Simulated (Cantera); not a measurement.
Cantera run:

```python
import numpy as np
import cantera as ct

gas_names = """
    C CO CO2 C2 C2O C3 C3O2 C4 C5 O O2 O3
""".split()
cond_names = """
    C(gr)
""".split()


def load(file, names, dense=False):
    # The tables refer to 1 bar. Condensed volumes are neglected.
    table = {s.name: s for s in ct.Species.list_from_file(file)}
    out = []
    for n in names:
        d = dict(table[n].input_data)
        d["thermo"] = dict(d["thermo"], **{"reference-pressure": 1e5})
        if dense:
            d["equation-of-state"] = {"model": "constant-volume", "density": "1e6 g/cm^3"}
        out.append(ct.Species.from_dict(d))
    return out


gas = ct.Solution(thermo="ideal-gas", species=load("nasa_gas.yaml", gas_names))
cond = {s.name: ct.Solution(thermo="fixed-stoichiometry", species=[s], name=s.name)
        for s in load("nasa_condensed.yaml", cond_names, dense=True)}
atoms = {
    'CO': {'C': 1, 'O': 1},
    'O2': {'O': 2},
}
top_T = {'C(gr)': 4500}  # K; cautious upper limits of use, not melting points


def equilibrate(T, P, feed):
    n = {}
    for name, mol in feed.items():
        for a, k in atoms[name].items():
            n[a] = n.get(a, 0.0) + k * mol
    gas.TPX = T, P, n
    mass = sum(n.values()) * gas.mean_molecular_weight
    gas.equilibrate("TP")
    valid = [c for c in cond.values() if c.min_temp <= T <= top_T.get(c.name, c.max_temp)]
    mix = ct.Mixture([(gas, mass / gas.mean_molecular_weight)] + [(c, 0.0) for c in valid])
    mix.T, mix.P = T, P
    mix.equilibrate("TP", solver="vcs", rtol=1e-11, max_steps=5000)
    return mix


results = []
feed = {'CO': 1, 'O2': 0.011}  # mol
P = 830  # Pa
for T in [2423, 2498, 2573, 2648, 2723, 2798, 2873, 2948, 3023]:
    mix = equilibrate(T, P, feed)
    results.append((T, P, feed, dict(zip(mix.species_names, mix.species_moles))))
    x = sorted(zip(gas.X, gas.species_names), reverse=True)
    print(f"T = {T:g} K  P = {P:g} Pa  gas = {mix.phase_moles(0):.4g} mol")
    print("   x: " + "  ".join(f"{s} {v:.3e}" for v, s in x if v > 0.001))
    print("   condensed (mol): " + ("  ".join(f"{mix.phase(i).name} {mix.phase_moles(i):.4g}"
          for i in range(1, mix.n_phases) if mix.phase_moles(i) > 1e-12) or "none"))
```

Output:

```
T = 2423 K  P = 830 Pa  gas = 1.001 mol
   x: CO 9.780e-01  CO2 2.130e-02
   condensed (mol): none
T = 2498 K  P = 830 Pa  gas = 1.001 mol
   x: CO 9.781e-01  CO2 2.051e-02  O 1.322e-03
   condensed (mol): none
T = 2573 K  P = 830 Pa  gas = 1.003 mol
   x: CO 9.782e-01  CO2 1.908e-02  O 2.593e-03
   condensed (mol): none
T = 2648 K  P = 830 Pa  gas = 1.005 mol
   x: CO 9.783e-01  CO2 1.685e-02  O 4.622e-03
   condensed (mol): none
T = 2723 K  P = 830 Pa  gas = 1.008 mol
   x: CO 9.785e-01  CO2 1.387e-02  O 7.390e-03
   condensed (mol): none
T = 2798 K  P = 830 Pa  gas = 1.011 mol
   x: CO 9.786e-01  CO2 1.057e-02  O 1.055e-02
   condensed (mol): none
T = 2873 K  P = 830 Pa  gas = 1.014 mol
   x: CO 9.786e-01  O 1.359e-02  CO2 7.511e-03
   condensed (mol): none
T = 2948 K  P = 830 Pa  gas = 1.017 mol
   x: CO 9.786e-01  O 1.610e-02  CO2 5.061e-03
   condensed (mol): none
T = 3023 K  P = 830 Pa  gas = 1.018 mol
   x: CO 9.786e-01  O 1.794e-02  CO2 3.301e-03
   condensed (mol): none
```

Cantera equilibrium calculation (NASA polynomials, part measured and part estimated; ideal gas, pure solids and liquids).
